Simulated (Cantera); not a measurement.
Equilibrium for silicon nitride deposition: SiH2Cl2 + N2

Input: 1 mol SiH2Cl2, 6.6 mol N2, held at 0.000750 bar.

Cantera equilibrium calculation (NASA polynomials, part measured and part estimated; ideal gas, pure solids and liquids). Candidate condensed phases: NH4Cl, Si, Si3N4; 28 gas species. N2 is the only nitrogen source here; it is nearly inert below about 1500 K, so the nitride shown seldom forms there in practice. The tables' values for SiCl3, SiCl are old estimates; treat these amounts as uncertain. Rates play no part.

```json
[
 {"T (°C)": "925", "log p N2": "-3.24", "log p HCl": "-3.87", "log p H2": "-4.57", "log p SiCl2": "-5.67", "log p SiCl4": "-4.96", "log p SiCl3": "-5.79", "n Si3N4(s)": "0.281"},
 {"T (°C)": "975", "log p N2": "-3.24", "log p HCl": "-3.87", "log p H2": "-4.56", "log p SiCl2": "-5.24", "log p SiCl4": "-5.06", "log p SiCl3": "-5.58", "n Si3N4(s)": "0.272"},
 {"T (°C)": "1025", "log p N2": "-3.24", "log p HCl": "-3.89", "log p H2": "-4.53", "log p SiCl2": "-4.88", "log p SiCl4": "-5.26", "log p SiCl3": "-5.46", "n Si3N4(s)": "0.254"},
 {"T (°C)": "1075", "log p N2": "-3.24", "log p HCl": "-3.93", "log p H2": "-4.47", "log p SiCl2": "-4.63", "log p SiCl4": "-5.58", "log p SiCl3": "-5.46", "n Si3N4(s)": "0.227"},
 {"T (°C)": "1125", "log p N2": "-3.24", "log p HCl": "-3.99", "log p H2": "-4.39", "log p SiCl2": "-4.46", "log p SiCl4": "-6.02", "log p SiCl3": "-5.56", "n Si3N4(s)": "0.195"},
 {"T (°C)": "1175", "log p N2": "-3.24", "log p HCl": "-4.07", "log p H2": "-4.32", "log p SiCl2": "-4.35", "log p SiCl4": "-6.51", "log p SiCl3": "-5.71", "n Si3N4(s)": "0.162"},
 {"T (°C)": "1225", "log p N2": "-3.24", "log p HCl": "-4.16", "log p H2": "-4.26", "log p SiCl2": "-4.28", "log p SiCl4": "-7.02", "log p SiCl3": "-5.90", "n Si3N4(s)": "0.132"},
 {"T (°C)": "1275", "log p N2": "-3.24", "log p HCl": "-4.25", "log p H2": "-4.21", "log p SiCl2": "-4.22", "log p SiCl4": "-7.53", "log p SiCl3": "-6.10", "n Si3N4(s)": "0.106"},
 {"T (°C)": "1325", "log p N2": "-3.24", "log p HCl": "-4.35", "log p H2": "-4.18", "log p SiCl2": "-4.18", "log p SiCl4": "-8.03", "log p SiCl3": "-6.30", "n Si3N4(s)": "0.0847"}
]
```
log p: log10 of the partial pressure in bar; n: condensed amount in mol.

From 925 °C to 1325 °C the condensed part is Si3N4(s). The main Si-bearing gas is SiCl4 at 925 °C and SiCl2 at 1325 °C. The share of Si in condensed phases is highest at 925 °C (84.4 %) and lowest at 1325 °C (25.4 %).
